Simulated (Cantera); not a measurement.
Cantera run:

```python
import numpy as np
import cantera as ct

gas_names = """
    H HO2 H2 H2O H2O2 O OH O2 O3 P PH PH3 PO PO2 P2 P4 P4O10
""".split()
cond_names = """
    H2O(s) H2O(L) P(cr) P(L) P4O10(s)
""".split()


# ... load() reads the species with a 1 bar reference pressure and builds the phases ...
atoms = {
    'PH3': {'P': 1, 'H': 3},
    'O2': {'O': 2},
}
top_T = {'P4O10(s)': 690}  # K; cautious upper limits of use, not melting points


# ... equilibrate(T, P, feed) seeds the gas with the atoms and calls Mixture.equilibrate('TP', solver="vcs", rtol=1e-11, max_steps=5000) ...
results = []
feed = {'PH3': 1, 'O2': 0.29}  # mol
P = 14  # Pa
for T in [1048, 1148, 1248, 1348, 1448, 1548, 1648, 1748]:
    mix = equilibrate(T, P, feed)
    results.append((T, P, feed, dict(zip(mix.species_names, mix.species_moles))))

top = {s: max(r[3][s] / sum(r[3][g] for g in gas_names) for r in results) for s in gas_names}
cols = sorted((s for s in top if top[s] > 1e-05), key=lambda s: -top[s])[:5]
seen = [c for c in cond_names if any(r[3].get(c, 0) > 1e-12 for r in results)]
print("log10 of partial pressures in bar; condensed amounts in mol")
print(f"{'T/K':>10s}" + "".join(f"{s[:9]:>10s}" for s in cols + seen))
for T, P, feed, n in results:
    ng = sum(n[g] for g in gas_names)
    print(f"{T:10.4g}" + "".join(f"{np.log10(max(n[s] / ng * P / 1e5, 1e-99)):10.3f}" for s in cols)
          + "".join(f"{n.get(c, 0):10.4g}" for c in seen))
```

Output:

```
log10 of partial pressures in bar; condensed amounts in mol
       T/K        H2        P2       H2O        PO       PO2
      1048    -4.059    -4.557    -4.688    -6.724    -6.388
      1148    -4.124    -4.509    -4.546    -5.854    -5.468
      1248    -4.111    -4.538    -4.619    -5.416    -5.245
      1348    -4.089    -4.581    -4.739    -5.119    -5.197
      1448    -4.072    -4.631    -4.876    -4.900    -5.223
      1548    -4.062    -4.686    -5.029    -4.744    -5.309
      1648    -4.056    -4.740    -5.196    -4.638    -5.443
      1748    -4.056    -4.789    -5.375    -4.570    -5.614
```

Cantera equilibrium calculation (NASA polynomials, part measured and part estimated; ideal gas, pure solids and liquids). Gases not in the tables: HPO2, HPO3 and P4O6.
